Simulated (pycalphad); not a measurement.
Source of the numbers: pycalphad with the COST 507 light-alloy database (1999); pressure 1 atm. These are 1990s assessments: newer ones move some temperatures and phases. The system is extrapolated from its subsystems; higher-order compounds may be missing. Amounts are mole fractions of atoms.

### Question
Give the equilibrium state of Al-7.56Sn-0.29Si (at.%) at 725 K.

### Answer
FCC_A1, fraction 0.909, with 0.09 Sn, 0.32 Si at.%; LIQUID, fraction 0.091, with 81.9 Sn, 0.03 Si at.%.

### Question
Give the equilibrium state of Al-7.56Sn-0.29Si (at.%) at 500 K.

### Answer
```
T = 500.00 K, P = 101325 Pa, N = 1 mol of atoms
G = -16445 J/mol, H = 5265 J/mol, S = 43.42 J/(mol K)  (SER reference)
chemical potentials (J/mol): Al -15579, Sn -27220, Si -10615
phase             fraction      x(Al)      x(Sn)      x(Si)
FCC_A1              0.9209     0.9998   3.71e-05   0.000131
BCT_A5              0.0763     0.0098     0.9902       none
DIAMOND_A4          0.0028   1.22e-11   1.87e-07     1.0000
```

FCC_A1 is fcc; DIAMOND_A4 is diamond (Si); BCT_A5 is bct (Sn). An entry "none" or "no" means that the model of the phase leaves that element out.
